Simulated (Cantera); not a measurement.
# Equilibrium for aluminium and copper etching: Al + HCl + H2

A closed system holds: 1 mol Al, a varied amount of HCl, 0.29 mol H2, equilibrated at 798.15 K and 3.00 mbar.

These are equilibrium values from Cantera (NASA tables, ideal gas, pure condensed phases), not measurements of a reactor. Candidate condensed phases: Al, AlCl3; 12 gas species. The tables' values for AlCl2 are old estimates; treat these amounts as uncertain. Equilibrium is a limit: real reactors are often held back by kinetics, nucleation or transport.

```csv
n(HCl) (mol),x HCl,x H2,x AlCl3,x AlCl,x Al2Cl6,x AlCl2,n Al(s)
1.7,6.14e-6,0.667,0.328,0.00283,0.00112,0.000856,0.430
4.6,0.365,0.408,0.227,<1e-12,0.000537,7.80e-9,0
7.4,0.612,0.249,0.139,<1e-12,0.000201,2.22e-9,0
10,0.715,0.183,0.102,<1e-12,0.000109,1.20e-9,0
13,0.782,0.140,0.0781,<1e-12,6.36e-5,7.33e-10,0
16,0.823,0.113,0.0633,<1e-12,4.18e-5,5.08e-10,0
19,0.852,0.0953,0.0532,<1e-12,2.95e-5,3.78e-10,0
```
x: gas mole fraction; n: condensed amount in mol.

At 1.7 mol HCl the condensed part is Al(s). From 4.6 mol HCl to 19 mol HCl nothing is condensed. The main Al-bearing gas is AlCl3 throughout.
